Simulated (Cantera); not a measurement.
What does this Cantera script print?

```python
import numpy as np
import cantera as ct

gas_names = """
    Br Br2 N N2 Si SiBr SiBr2 SiBr3 SiBr4 SiN Si2 Si2N Si3
""".split()
cond_names = """
    Br2(cr) Br2(L) Si(cr) Si(L) Si3N4(a)
""".split()


# ... load() reads the species with a 1 bar reference pressure and builds the phases ...
atoms = {
    'Si': {'Si': 1},
    'Br2': {'Br': 2},
    'N2': {'N': 2},
}
top_T = {'Si3N4(a)': 2400}  # K; cautious upper limits of use, not melting points


# ... equilibrate(T, P, feed) seeds the gas with the atoms and calls Mixture.equilibrate('TP', solver="vcs", rtol=1e-11, max_steps=5000) ...
results = []
feed = {'Si': 1, 'Br2': 9.5, 'N2': 4.9}  # mol
T = 625  # K
P = 140  # Pa
mix = equilibrate(T, P, feed)
results.append((T, P, feed, dict(zip(mix.species_names, mix.species_moles))))
print(gas.report(threshold=1e-06))
for i in range(1, mix.n_phases):
    print(f"{mix.phase(i).name:16s} {mix.phase_moles(i):12.5e} mol")
```

Result:

```
       temperature   625 K
          pressure   140 Pa
           density   0.0033846 kg/m^3
  mean mol. weight   125.63 kg/kmol
   phase of matter   gas

                          1 kg             1 kmol
                     ---------------   ---------------
          enthalpy           -7324.8       -9.2021e+05  J
   internal energy            -48689       -6.1168e+06  J
           entropy            2599.9        3.2663e+05  J/K
    Gibbs function       -1.6323e+06       -2.0506e+08  J
 heat capacity c_p             316.6             39775  J/K
 heat capacity c_v            250.42             31460  J/K

                      mass frac. Y      mole frac. X     chem. pot. / RT
                     ---------------   ---------------   ---------------
                Br        6.4026e-05        0.00010067           -15.842
               Br2           0.71187           0.55962           -31.684
                N2          0.081536           0.36565           -31.388
             SiBr4           0.20653          0.074623           -137.38
     [   +9 minor]        3.2491e-14        1.5242e-14

Br2(L)            0.00000e+00 mol
Si(cr)            0.00000e+00 mol
Si3N4(a)          0.00000e+00 mol
```

These are equilibrium values from Cantera (NASA tables, ideal gas, pure condensed phases), not measurements of a reactor.
